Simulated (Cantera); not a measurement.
## Thermodynamics of calcination and drying, feed Ca(OH)2 + C + CO2

Input: 1 mol Ca(OH)2, 0.59 mol C, 0.024 mol CO2, equilibrated at 1600 °C.

Equilibrium computed with Cantera from the NASA thermochemical tables; the gas is ideal and each condensed phase is pure. Candidate condensed phases: C, C6H6, C7H8, C8H18, Ca, CaCO3, CaO, Ca(OH)2, H2O; 115 gas species. The numbers say what is thermodynamically allowed, not how fast it happens.

From 10.0 Pa to 10.0 bar the condensed part is CaO(s). The main Ca-bearing gas is Ca at 10.0 Pa and Ca(OH)2 at 10.0 bar.

| P (Pa) | log p H2 | log p CO | log p H2O | log p CO2 | log p H | log p OH | log p Ca | n CaO(s) |
|---|---|---|---|---|---|---|---|---|
| 10 | -4.43 | -4.49 | -4.67 | -5.34 | -5.41 | -6.75 | -7.66 | 1.000 |
| 68 | -3.58 | -3.65 | -3.82 | -4.51 | -4.98 | -6.33 | -7.66 | 1.000 |
| 460 | -2.74 | -2.81 | -2.99 | -3.68 | -4.56 | -5.92 | -7.65 | 1.000 |
| 3200 | -1.90 | -1.97 | -2.15 | -2.83 | -4.14 | -5.50 | -7.65 | 1.000 |
| 22000 | -1.06 | -1.13 | -1.31 | -2.00 | -3.72 | -5.08 | -7.65 | 1.000 |
| 150000 | -0.23 | -0.30 | -0.48 | -1.16 | -3.30 | -4.66 | -7.65 | 1.000 |
| 1000000 | 0.60 | 0.52 | 0.35 | -0.34 | -2.89 | -4.25 | -7.65 | 1.000 |
log p: log10 of the partial pressure in bar; n: condensed amount in mol.
